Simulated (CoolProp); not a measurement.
o-xylene along the isotherm 519.9 K: fugacity coefficient from the reference equation and from simpler models built on Tc = 630.3 K, pc = 37.37 bar, ω = 0.312; each cubic takes its own stable root.

Computed with CoolProp (reference Helmholtz-energy equation of state, Zhou 2012).

```csv
p (bar),phase,reference
41.5,liquid,0.1916
83.1,liquid,0.1113
125,liquid,0.08595
166,liquid,0.07477
208,liquid,0.06905
249,liquid,0.06640
291,liquid,0.06553
332,liquid,0.06594
374,liquid,0.06735
```

Q: How far does each simpler model (Redlich-Kwong, Soave-Redlich-Kwong, Peng-Robinson) lie from the reference over these 9 states: mean and median of the absolute difference, and the worst?

A: 
- Redlich-Kwong: mean 47.8 %, median 48.4 %, worst +58.6 % at 519.9 K and 374 bar
- Soave-Redlich-Kwong: mean 13.3 %, median 13.6 %, worst +19.9 % at 519.9 K and 374 bar
- Peng-Robinson: mean 1.4 %, median 1.6 %, worst +2.0 % at 519.9 K and 83.1 bar
